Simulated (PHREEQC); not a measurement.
Dissolve 0.05 mol/kgw HNO3, 0.01 mol/kgw Al(NO3)3 and 8e-06 mol/kgw CO2 at 20 °C. Closed to the air; pH follows from the charge balance.

The numbers come from PHREEQC with the ion-association model, phreeqc.dat.

| Quantity | Value |
|---|---|
| pH | 1.39 |
| ionic strength | 0.110 mol/kgw |
| specific conductance | 18000 µS/cm |
| density | 1.002 g/cm³ |
| total alkalinity | -50.0 meq/kg |

```csv
species,molality,activity,log γ
NO3-,0.0800,0.0598,-0.126
H+,0.0500,0.0411,-0.085
Al+3,0.01000,0.00172,-0.763
CO2,8.00e-6,8.21e-6,0.011
AlOH+2,7.92e-7,2.99e-7,-0.423
```

Precipitation was switched off in this run. Complexes and solids missing from the database can't appear.
